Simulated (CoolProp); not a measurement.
n-perfluorobutane at 298.15 K and 0.0463 MPa is throttled through a valve to 0.0207 MPa with no heat exchange. Each further row changes one setting.

Model: reference Helmholtz-energy equation of state, Gao 2022, in CoolProp.

```csv
case,temperature change (K),final density (kg/m³)
as stated,-0.3,2.00
outlet pressure 0.00621 MPa,-0.5,0.599
outlet pressure 0.0269 MPa,-0.3,2.61
```
